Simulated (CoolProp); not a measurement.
A closed Brayton cycle with dry air: compressor inlet 330.15 K and 1.5 MPa, high pressure 4.33 MPa, turbine inlet 665 K, compressor efficiency 0.89, turbine efficiency 0.9, recuperator effectiveness 0.9 (on enthalpy, no pinch check). Each further row changes one setting.

Model: reference Helmholtz-energy equation of state, Lemmon 2000, in CoolProp. It is a pseudo-pure fit of the blend.

| case | thermal efficiency (%) | net work (kJ/kg) | compressor to turbine work | compressor exit (K) | turbine exit (K) |
|---|---|---|---|---|---|
| as stated | 16.2 | 27.0 | 0.83 | 461.2 | 513.7 |
| turbine inlet 615 K | 9.8 | 14.8 | 0.90 | 461.2 | 473.8 |
| compressor inlet 340.15 K | 13.9 | 23.0 | 0.86 | 474.9 | 513.7 |
| high pressure 3.68 MPa | 19.1 | 28.6 | 0.79 | 438.5 | 534.5 |
| recuperator effectiveness 0.5 | 14.3 | 27.0 | 0.83 | 461.2 | 513.7 |
